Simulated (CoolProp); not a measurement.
Vapour-liquid equilibrium of carbon dioxide (1) + carbonyl sulfide (2) at -18.15 °C; x and y are mole fractions of (1).

The numbers come from the multi-fluid Helmholtz-energy mixture model, Span 1996 and Lemmon 2006; pair parameters Bell 2016 in CoolProp.

Question: Give the bubble pressure and the first vapour's composition at x = 0.25, 0.55, 0.95. Is there an azeotrope?

Answer: x = 0.25: 0.9926 MPa, y = 0.679; x = 0.55: 1.469 MPa, y = 0.833; x = 0.95: 2.011 MPa, y = 0.978. No azeotrope shows between x = 0.05 and 0.95.

The pair parameters rest on a limited set of measurements; away from them the model extrapolates.
